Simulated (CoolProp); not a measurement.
Methanol along the isotherm 481.7 K: Z from the reference equation and from simpler models built on Tc = 513.4 K, pc = 82.16 bar, ω = 0.565; each cubic takes its own stable root.

Values from CoolProp's reference Helmholtz-energy equation of state, de Reuck 1993.

```json
[
 {"p (bar)": "8.22", "phase": "gas", "reference": "0.9558"},
 {"p (bar)": "16.4", "phase": "gas", "reference": "0.9040"},
 {"p (bar)": "24.6", "phase": "gas", "reference": "0.8417"},
 {"p (bar)": "32.9", "phase": "gas", "reference": "0.7657"},
 {"p (bar)": "41.1", "phase": "gas", "reference": "0.6761"},
 {"p (bar)": "49.3", "phase": "liquid", "reference": "0.07475"},
 {"p (bar)": "57.5", "phase": "liquid", "reference": "0.08592"},
 {"p (bar)": "65.7", "phase": "liquid", "reference": "0.09695"},
 {"p (bar)": "73.9", "phase": "liquid", "reference": "0.1079"},
 {"p (bar)": "82.2", "phase": "liquid", "reference": "0.1188"},
 {"p (bar)": "90.4", "phase": "liquid", "reference": "0.1295"},
 {"p (bar)": "98.6", "phase": "liquid", "reference": "0.1401"},
 {"p (bar)": "107", "phase": "liquid", "reference": "0.1508"},
 {"p (bar)": "115", "phase": "liquid", "reference": "0.1610"},
 {"p (bar)": "123", "phase": "liquid", "reference": "0.1711"}
]
```

Q: How far does each simpler model (van der Waals, Redlich-Kwong, Soave-Redlich-Kwong, Peng-Robinson) lie from the reference over these 15 states: mean and median of the absolute difference, and the worst?

A: 
- van der Waals: mean 159.1 %, median 97.8 %, worst +874.7 % at 481.7 K and 49.3 bar
- Redlich-Kwong: mean 88.9 %, median 52.7 %, worst +809.0 % at 481.7 K and 49.3 bar
- Soave-Redlich-Kwong: mean 30.5 %, median 43.4 %, worst +46.5 % at 481.7 K and 49.3 bar
- Peng-Robinson: mean 19.3 %, median 27.4 %, worst +29.6 % at 481.7 K and 49.3 bar

At some of these states van der Waals, Redlich-Kwong gives the other phase, because its saturation line lies elsewhere.
